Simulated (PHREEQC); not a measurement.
Brine (model solution)

Solution (20 °C): 2 mol LiBr, 0.67 mol MgSO4 and 1.4 mol NaCl per kg of water. Closed to the air; pH follows from the charge balance.

All values are PHREEQC results (Pitzer model, pitzer.dat), not measurements.

This is a speciation only: nothing precipitates in the calculation.

Question: Estimate the activity of water.

Answer: activity of water 0.816.
